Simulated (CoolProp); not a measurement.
Saturation properties of vinyl chloride.

Model: reference Helmholtz-energy equation of state, Thol 2022, in CoolProp.

```tsv
T (°C)	p (MPa)	liquid density (kg/m³)	vapour density (kg/m³)	enthalpy of vaporisation (kJ/kg)	liquid cp (kJ/(kg K))
-80.85	0.001997	?	0.07817	409.8	1.511
-71.25	0.004252	1071	0.1587	?	1.496
-61.75	0.008293	1054	0.2962	393.7	1.484
-52.15	0.01520	1037	0.5208	385.9	1.477
-42.55	0.02625	1020	0.8651	378.2	1.473
-33.05	0.04285	1004	?	370.6	1.473
-23.45	0.06724	987.0	2.069	363.0	1.475
-13.85	0.1015	970.1	3.031	355.3	1.481
-4.35	0.1475	953.1	4.289	347.5	1.489
5.25	0.2090	935.8	?	339.5	1.500
```

Q: Some entries are withheld; supply them.

A: 
- -80.85, liquid density (kg/m³): 1088
- -71.25, enthalpy of vaporisation (kJ/kg): 401.6
- -33.05, vapour density (kg/m³): 1.363
- 5.25, vapour density (kg/m³): 5.931

It boils at -13.9 °C under 1 atm.
